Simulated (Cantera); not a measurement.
A perfectly stirred reactor is fed with CH4 : C2H6 : O2 : N2 = 1 : 1 : 13.4 : 50.4 (molar parts), at 0.434 atm; it is adiabatic with a 598 K inlet, and is followed from long to short residence time, starting on the burning branch (τ in s: 0.049, 0.02, 0.0079, 0.0032, 0.0013, 0.00052, 0.00021, 8.5e-05, 3.4e-05, 1.4e-05, 5.6e-06).

Model: GRI-Mech 3.0 (53 species, 325 reactions), integrated in Cantera.

Task: What does this change do: inlet temperature 598 to 300 K?

Result: 
```csv
quantity,before,after
"blow-out, bracketed by the residence times tried","burning at 1.30 ms, out at 0.520 ms","burning at 20.0 ms, out at 7.90 ms"
x(CH4) at τ = 49.0 ms,1.26e-5,5.14e-5
x(C2H6) at τ = 49.0 ms,3.25e-6,1.26e-5
x(O2) at τ = 49.0 ms,0.119,0.120
x(CH2O) at τ = 49.0 ms,2.37e-6,7.22e-6
x(HCN) at τ = 49.0 ms,7.16e-10,2.85e-10
x(CH4) at τ = 0.520 ms,0.0152,0.0152
x(C2H6) at τ = 0.520 ms,0.0152,0.0152
x(O2) at τ = 0.520 ms,0.204,0.204
x(CH2O) at τ = 0.520 ms,<1e-12,<1e-12
x(HCN) at τ = 0.520 ms,<1e-12,<1e-12
```

Task: What does this change do: 6.4 parts CO2 added?

Result: 
| quantity | before | after |
|---|---|---|
| blow-out, bracketed by the residence times tried | burning at 1.30 ms, out at 0.520 ms | burning at 3.20 ms, out at 1.30 ms |
| x(CH4) at τ = 49.0 ms | 1.26e-5 | 2.19e-5 |
| x(C2H6) at τ = 49.0 ms | 3.25e-6 | 5.54e-6 |
| x(O2) at τ = 49.0 ms | 0.119 | 0.109 |
| x(CH2O) at τ = 49.0 ms | 2.37e-6 | 3.75e-6 |
| x(HCN) at τ = 49.0 ms | 7.16e-10 | 4.35e-10 |
| x(CH4) at τ = 0.520 ms | 0.0152 | 0.0139 |
| x(C2H6) at τ = 0.520 ms | 0.0152 | 0.0139 |
| x(O2) at τ = 0.520 ms | 0.204 | 0.186 |
| x(CH2O) at τ = 0.520 ms | <1e-12 | <1e-12 |
| x(HCN) at τ = 0.520 ms | <1e-12 | <1e-12 |
